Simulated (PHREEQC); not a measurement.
# Spent oxide etchant: an equilibrium model

A solution holds 20 mmol/kgw HF, 70 mmol/kgw H2SiF6 and 5.8 mmol/kgw H3BO3, at 35 °C. Closed to the air; pH follows from the charge balance.

Computed with PHREEQC (ion-association model, phreeqc.dat).

This is a speciation only: nothing precipitates in the calculation.

**Question.** Predict the pH, density.

**Answer.** pH 0.95; density 1.001 g/cm³.

**Question.** In which forms is B present?

**Answer.** BF4- 84 %, H3BO3 12 %, BF3OH- 2.8 % of the B.

The solution is supersaturated, for example in Quartz (slow to form), Chalcedony (slow to form), so a real one may precipitate; this is no full list. Species that the database lacks are ignored. SiF6-2 is the database's only silicon fluoride. Real BF4- forms and hydrolyses slowly; the run takes it at equilibrium.
